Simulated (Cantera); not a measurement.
Silicon carbide growth: SiHCl3 + C2H2 + H2

Charge: 1 mol SiHCl3, 0.7 mol C2H2, a varied amount of H2, at 2125 K and 0.140 bar.

Cantera equilibrium calculation (NASA polynomials, part measured and part estimated; ideal gas, pure solids and liquids). Candidate condensed phases: C, C6H6, C7H8, C8H18, Si, SiC; 109 gas species. The tables' values for SiCl3, SiCl are old estimates; treat these amounts as uncertain. Gases not in the tables: Si2H6 and higher silanes. Kinetics and transport are ignored.

```
n(H2) (mol)   x H2    x HCl   x SiCl2      x H      x Cl   x SiCl3  n C(graphite)  n SiC(s)
-----------  -----  -------  --------  -------  --------  --------  -------------  --------
3.1          0.533    0.400    0.0528  0.00709   0.00390   0.00164          0.710     0.679
5.6          0.657    0.305    0.0250  0.00787   0.00268  0.000534          0.598     0.784
10           0.766    0.212    0.0104  0.00849   0.00172  0.000143          0.505     0.862
18           0.849    0.135   0.00381  0.00894   0.00105   3.18e-5          0.425     0.915
32           0.904   0.0827   0.00133  0.00923  0.000619   6.59e-6          0.346     0.946
56           0.938   0.0495  0.000461  0.00940  0.000364   1.34e-6          0.249     0.961
100          0.960   0.0285  0.000150  0.00951  0.000207   2.48e-7         0.0941     0.966
180          0.973   0.0161   5.52e-5  0.00957  0.000116   5.13e-8              0     0.954
320          0.980  0.00913   2.26e-5  0.00961   6.57e-5   1.19e-8              0     0.914
560          0.984  0.00524   9.12e-6  0.00963   3.76e-5   2.74e-9              0     0.830
```
x: gas mole fraction; n: condensed amount in mol.

From 3.1 mol H2 to 100 mol H2 the condensed part is C(graphite) + SiC(s). From 180 mol H2 to 560 mol H2 the condensed part is SiC(s). The main Si-bearing gas is SiCl2 at 3.1 mol H2 and Si at 560 mol H2. The share of Si in condensed phases is highest at 100 mol H2 (96.6 %) and lowest at 3.1 mol H2 (67.9 %).
